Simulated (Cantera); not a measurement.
Gas mixture: NO = 0.47 (molar parts), at 120000 Pa, frozen composition.

Cantera's kinetic-theory transport with the Lennard-Jones parameters of GRI-Mech 3.0, ideal gas; thermal conductivity in the multicomponent form.

One state of this run: ρ (kg/m³) = 0.619; cp (J/kg/K) = 1067; μ (µPa s) = 34.0; λ (mW/m/K) = 51.2; Pr = 0.708; D (cm²/s) CH3 = 0.818; D (cm²/s) H2O = 0.926; D (cm²/s) H = 4.49. D: mixture-averaged diffusion coefficient of that species in the mixture.

Which value of T (K) does it belong to?
A. 500
B. 900
C. 400
D. 700

D, 700
